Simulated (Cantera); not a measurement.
A closed system holds: 1 mol BN, 15 mol O2, 5.9 mol N2, equilibrated at 1623 K and 1.00 bar.

These are equilibrium values from Cantera (NASA tables, ideal gas, pure condensed phases), not measurements of a reactor. Candidate condensed phases: B, BN, B2O3; 17 gas species. Kinetics and transport are ignored.

Base state: O2 0.689, N2 0.309, NO 0.00242, B2O3 0.000220, BO2 7.24e-5, NO2 1.67e-5, O 1.58e-5 (mole fractions); condensed: B2O3(l).

What changes in the equilibrium state with this change: temperature from 1623 K to 1950 K?


| species | before | after |
|---|---|---|
| O2 | 0.689 | 0.668 |
| N2 | 0.309 | 0.299 |
| B2O3 | 0.000220 | 0.0217 |
| BO2 | 7.24e-5 | 0.00386 |
| O | 1.58e-5 | 0.000369 |
| NO | 0.00242 | 0.00730 |
| NO2 | 1.67e-5 | 2.46e-5 |
| B2O3(l), mol | 0.495 | 0 |

What changes in the equilibrium state with this change: temperature from 1623 K to 1525 K?


| species | before | after |
|---|---|---|
| O2 | 0.689 | 0.689 |
| N2 | 0.309 | 0.309 |
| NO | 0.00242 | 0.00157 |
| B2O3 | 0.000220 | 3.59e-5 |
| BO2 | 7.24e-5 | 1.53e-5 |
| O | 1.58e-5 | 4.70e-6 |
| NO2 | 1.67e-5 | 1.41e-5 |
| B2O3(l), mol | 0.495 | 0.499 |

What changes in the equilibrium state with this change: temperature from 1623 K to 1248 K?


```tsv
species	before	after
O2	0.689	0.690
N2	0.309	0.310
NO	0.00242	0.000316
BO2	7.24e-5	4.85e-8
B2O3	0.000220	4.15e-8
O	1.58e-5	5.53e-8
NO2	1.67e-5	7.78e-6
B2O3(l), mol	0.495	0.500
```
